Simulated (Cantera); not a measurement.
A perfectly stirred reactor is fed with CH4 : O2 : N2 = 1 : 1.67 : 6.27 (molar parts), at 3750 Torr; it is adiabatic with a 350 K inlet, and is followed from long to short residence time, starting on the burning branch (τ in s: 0.099, 0.033, 0.011, 0.0036, 0.0012, 0.0004, 0.00013, 4.3e-05, 1.4e-05).

Computed with Cantera and GRI-Mech 3.0 (53 species, 325 reactions).

Task: Predict: blow-out, bracketed by the residence times tried; x(CH4) at τ = 99.0 ms; x(O2) at τ = 99.0 ms; x(HCO) at τ = 99.0 ms; x(N2O) at τ = 99.0 ms; x(C2H2) at τ = 99.0 ms; x(CH4) at τ = 1.20 ms; x(O2) at τ = 1.20 ms; x(HCO) at τ = 1.20 ms; x(N2O) at τ = 1.20 ms; x(C2H2) at τ = 1.20 ms.

Result: 
| Property | Result |
|---|---|
| blow-out, bracketed by the residence times tried | burning at 0.130 ms, out at 43.0 µs |
| x(CH4) at τ = 99.0 ms | 2.43e-5 |
| x(O2) at τ = 99.0 ms | 6.18e-5 |
| x(HCO) at τ = 99.0 ms | 3.59e-8 |
| x(N2O) at τ = 99.0 ms | 1.55e-8 |
| x(C2H2) at τ = 99.0 ms | 2.15e-7 |
| x(CH4) at τ = 1.20 ms | 0.000204 |
| x(O2) at τ = 1.20 ms | 0.00127 |
| x(HCO) at τ = 1.20 ms | 7.32e-7 |
| x(N2O) at τ = 1.20 ms | 1.02e-7 |
| x(C2H2) at τ = 1.20 ms | 9.35e-6 |
